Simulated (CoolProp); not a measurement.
A closed Brayton cycle with dry air: compressor inlet 305.15 K and 2 MPa, high pressure 3.72 MPa, turbine inlet 685 K, compressor efficiency 0.85, turbine efficiency 0.85, recuperator effectiveness 0.8 (on enthalpy, no pinch check). Each further row changes one setting.

Values from CoolProp's reference Helmholtz-energy equation of state, Lemmon 2000. It is a pseudo-pure fit of the blend.

```
case                           thermal efficiency (%)  net work (kJ/kg)  compressor to turbine work  compressor exit (K)  turbine exit (K)
-----------------------------  ----------------------  ----------------  --------------------------  -------------------  ----------------
as stated                                         ___              26.4                        0.73                375.1             594.7
turbine inlet 635 K                               ___              19.3                         ___                375.1               ___
compressor inlet 315.15 K                        17.0               ___                        0.75                387.3             594.7
high pressure 3.16 MPa                           17.3              22.3                         ___                355.5             617.2
recuperator effectiveness 0.5                    12.4              26.4                        0.73                375.1             594.7
```

What belongs in the gaps?


- as stated, thermal efficiency (%): 18.3
- turbine inlet 635 K, thermal efficiency (%): 15.1
- turbine inlet 635 K, compressor to turbine work: 0.78
- turbine inlet 635 K, turbine exit (K): 550.4
- compressor inlet 315.15 K, net work (kJ/kg): 24.0
- high pressure 3.16 MPa, compressor to turbine work: 0.69
